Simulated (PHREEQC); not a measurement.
Solution (25 °C): 12 mmol/kgw Na2S and 8.9 mmol/kgw NaHCO3. Closed to the air; pH follows from the charge balance.

The numbers come from PHREEQC with the ion-association model, wateq4f.dat.

**Question.** The ionic strength comes out as 0.0382 mol/kgw. What activity coefficients do NaCO3-, OH-, Na+, HS-, CO3-2 get?

**Answer.** NaCO3- 0.84, OH- 0.83, Na+ 0.84, HS- 0.83, CO3-2 0.51.

No solid was allowed to form. The polysulfide entries of wateq4f.dat were taken out for this run.
